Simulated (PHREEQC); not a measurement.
Consider water at 35 °C and 300 atm with 0.014 mol/kgw CaCl2, 0.0025 mol/kgw CO2 and 6.8e-05 mol/kgw KCl. Closed to the air; pH follows from the charge balance.

All values are PHREEQC results (ion-association model, phreeqc.dat), not measurements.

Question: The ionic strength comes out as 0.0421 mol/kgw. What activity coefficients do K+, HCO3-, Cl-, CaHCO3+, Ca+2 get?

Answer: K+ 0.82, HCO3- 0.84, Cl- 0.82, CaHCO3+ 0.84, Ca+2 0.49.

No solid was allowed to form. Under pressure, the constants of complexes without a molar volume in the database are unreliable.
